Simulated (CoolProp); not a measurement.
A single-stage vapour-compression cycle with the fluid: evaporating at 319.15 K (dew point), condensing at 357.15 K (bubble point), superheat 10 K, subcooling 2 K, compressor efficiency 0.85, no pressure losses. The same conditions are run with several fluids, on thermodynamics alone (safety and materials aside).

Computed with CoolProp (reference Helmholtz-energy equation of state of each fluid (ethanol: Schroeder 2014; toluene: Lemmon 2006; R152A: Outcalt 1996; trans-2-butene: Lemmon 2005; R245ca: Zhou 2016; dimethyl ether: Wu 2011)).

| fluid | cooling COP | pressure ratio | discharge temperature (K) | refrigerating effect (kJ/kg) | volumetric capacity (kJ/m³) |
|---|---|---|---|---|---|
| ethanol | 6.49 | 5.20 | 407.0 | 811 | 334 |
| toluene | 6.53 | 4.31 | 370.4 | 347 | 122 |
| R152A | 5.44 | 2.39 | 378.0 | 191 | 5960 |
| trans-2-butene | 5.98 | 2.50 | 366.5 | 284 | 2800 |
| R245ca | 6.03 | 2.99 | 361.0 | 149 | 1650 |
| dimethyl ether | 5.67 | 2.33 | 376.1 | 287 | 5890 |
